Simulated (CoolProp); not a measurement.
Vapour-liquid equilibrium of n-hexane (1) + hexamethyldisiloxane (MM) (2) at 10.2 bar; x and y are mole fractions of (1).

The numbers come from the multi-fluid Helmholtz-energy mixture model, Thol 2019 and Thol 2016; pair parameters Bell 2016 in CoolProp.

### Question
Give the bubble temperature and the first vapour's composition at x = 0.05, 0.35, 0.65. Is there an azeotrope?

### Answer
x = 0.05: 477.1 K, y = 0.069; x = 0.35: 465.6 K, y = 0.442; x = 0.65: 453.6 K, y = 0.752. No azeotrope shows between x = 0.05 and 0.95.

The pair parameters rest on a limited set of measurements; away from them the model extrapolates.
